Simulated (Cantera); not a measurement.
Mixture: CH4 : C2H6 : O2 : N2 = 1 : 0.036 : 5.31 : 29.2 (molar parts), equivalence ratio 0.40, at 435 Torr, adiabatic and at constant volume. Ignition delay is the time to a rise of 400 K.

Computed with Cantera and GRI-Mech 3.0 (53 species, 325 reactions).

**Question.** What does this change do: pressure from 435 Torr to 3750 Torr?

**Answer.** 
| quantity | before | after |
|---|---|---|
| delay at 1075 K | 0.142 s | 22.4 ms |
| delay at 1125 K | 67.8 ms | 11.0 ms |
| delay at 1175 K | 33.1 ms | 5.72 ms |
| delay at 1225 K | 16.5 ms | 3.10 ms |
| delay at 1275 K | 8.46 ms | 1.73 ms |
| delay at 1325 K | 4.46 ms | 0.983 ms |
| delay at 1375 K | 2.44 ms | 0.572 ms |
| apparent activation energy between 1275 and 1375 K | 180 kJ/mol | 160 kJ/mol |
